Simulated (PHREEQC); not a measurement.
0.069 g of hydrous ferric oxide (600 m²/g; 0.2 weak and 0.005 strong sites per Fe, Dzombak-Morel constants, diffuse double layer) in 1 kg of water with 0.01 mol/kgw of an inert sodium salt and 0.00024 mmol/kgw ZnCl2, at 25 °C; the pH is set by adding NaOH or the inert anion's acid. Oxygen alone is held at its pressure in air (log pO2 = -0.68). The system is closed to CO2. Nothing may precipitate in this run.

The series has 17 steps of pH, from 3 to 11.

Model: ion-association model, wateq4f.dat, run in PHREEQC.

Question: Near which pH is half of the Zn sorbed, and on which side is more sorbed?

Answer: Near pH 6.3, with more sorbed at higher pH.

The oxide is taken as insoluble; below pH 4 it would dissolve.
